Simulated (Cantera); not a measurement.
What does this Cantera script print?

```python
import numpy as np
import cantera as ct

gas_names = """
    C CO CO2 C2 C2O C3 C3O2 C4 C5 O O2 O3
""".split()
cond_names = """
    C(gr)
""".split()


def load(file, names, dense=False):
    # The tables refer to 1 bar. Condensed volumes are neglected.
    table = {s.name: s for s in ct.Species.list_from_file(file)}
    out = []
    for n in names:
        d = dict(table[n].input_data)
        d["thermo"] = dict(d["thermo"], **{"reference-pressure": 1e5})
        if dense:
            d["equation-of-state"] = {"model": "constant-volume", "density": "1e6 g/cm^3"}
        out.append(ct.Species.from_dict(d))
    return out


gas = ct.Solution(thermo="ideal-gas", species=load("nasa_gas.yaml", gas_names))
cond = {s.name: ct.Solution(thermo="fixed-stoichiometry", species=[s], name=s.name)
        for s in load("nasa_condensed.yaml", cond_names, dense=True)}
atoms = {
    'CO2': {'C': 1, 'O': 2},
    'O2': {'O': 2},
}
top_T = {'C(gr)': 4500}  # K; cautious upper limits of use, not melting points


def equilibrate(T, P, feed):
    n = {}
    for name, mol in feed.items():
        for a, k in atoms[name].items():
            n[a] = n.get(a, 0.0) + k * mol
    gas.TPX = T, P, n
    mass = sum(n.values()) * gas.mean_molecular_weight
    gas.equilibrate("TP")
    valid = [c for c in cond.values() if c.min_temp <= T <= top_T.get(c.name, c.max_temp)]
    mix = ct.Mixture([(gas, mass / gas.mean_molecular_weight)] + [(c, 0.0) for c in valid])
    mix.T, mix.P = T, P
    mix.equilibrate("TP", solver="vcs", rtol=1e-11, max_steps=5000)
    return mix


results = []
T = 2525  # K
P = 580000  # Pa
for m in [0.019, 0.037, 0.075, 0.15, 0.31, 0.62, 1.2]:
    feed = {'CO2': 1, 'O2': m}  # mol
    mix = equilibrate(T, P, feed)
    results.append((T, P, feed, dict(zip(mix.species_names, mix.species_moles))))

top = {s: max(r[3][s] / sum(r[3][g] for g in gas_names) for r in results) for s in gas_names}
cols = sorted((s for s in top if top[s] > 1e-06), key=lambda s: -top[s])[:8]
seen = [c for c in cond_names if any(r[3].get(c, 0) > 1e-12 for r in results)]
print("log10 of partial pressures in bar; condensed amounts in mol")
print(f"{'n(O2)':>10s}" + "".join(f"{s[:9]:>10s}" for s in cols + seen))
for T, P, feed, n in results:
    ng = sum(n[g] for g in gas_names)
    print(f"{feed['O2']:10.4g}" + "".join(f"{np.log10(max(n[s] / ng * P / 1e5, 1e-99)):10.3f}" for s in cols)
          + "".join(f"{n.get(c, 0):10.4g}" for c in seen))
```

Result:

```
log10 of partial pressures in bar; condensed amounts in mol
     n(O2)       CO2        O2        CO         O
     0.019     0.708    -0.528    -0.405    -2.050
     0.037     0.705    -0.431    -0.456    -2.001
     0.075     0.696    -0.274    -0.543    -1.923
      0.15     0.675    -0.075    -0.665    -1.823
      0.31     0.625     0.151    -0.827    -1.710
      0.62     0.537     0.349    -1.014    -1.611
       1.2     0.407     0.499    -1.218    -1.536
```

Equilibrium computed with Cantera from the NASA thermochemical tables; the gas is ideal and each condensed phase is pure.
